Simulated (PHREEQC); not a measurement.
A solution holds 0.024 mol NH4HF2, 5.5e-05 mol (NH4)2SiF6 and 0.002 mol H2SO4 per kg of water, at 25 °C. Closed to the air; pH follows from the charge balance.

Equilibrium calculation in PHREEQC: ion-association model, wateq4f.dat.

```yaml
pH: 3.04
ionic_strength: 0.0266 mol/kgw
total_alkalinity: -28.2 meq/kg
```

```json
[
 {"species": "NH4+", "molality": "0.0238", "activity": "0.0204", "log γ": "-0.067"},
 {"species": "HF", "molality": "0.0225", "activity": "0.0227", "log γ": "0.003"},
 {"species": "F-", "molality": "0.0194", "activity": "0.0165", "log γ": "-0.070"},
 {"species": "HF2-", "molality": "0.00169", "activity": "0.00144", "log γ": "-0.070"},
 {"species": "SO4-2", "molality": "0.00163", "activity": "0.000892", "log γ": "-0.263"},
 {"species": "H2F2", "molality": "0.00133", "activity": "0.00134", "log γ": "0.003"},
 {"species": "H+", "molality": "0.00104", "activity": "0.000913", "log γ": "-0.056"}
]
```

No solid was allowed to form. wateq4f.dat counts part of the HF as a dimer, H2F2, which phreeqc.dat doesn't know; its constant is uncertain. SiF6-2 is the database's only silicon fluoride.
